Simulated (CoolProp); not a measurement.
A Linde-Hampson liquefier for ethane: isothermal reversible compression at 320 K from 1 atm to 25 MPa, throttling to 1 atm, return gas leaving the recuperator 5 K below the feed. Each further row changes one setting.

Model: reference Helmholtz-energy equation of state, Bücker 2006, in CoolProp.

| case | liquid yield per pass | compression work (kJ/kg of gas) |
|---|---|---|
| as stated | 0.460 | 378 |
| high pressure 50 MPa | … | … |
| warm-end temperature 350 K | … | 443 |
| warm-end gap 10 K | … | 378 |

Some entries are withheld; supply them.


- high pressure 50 MPa, liquid yield per pass: 0.444
- high pressure 50 MPa, compression work (kJ/kg of gas): 436
- warm-end temperature 350 K, liquid yield per pass: 0.382
- warm-end gap 10 K, liquid yield per pass: 0.453
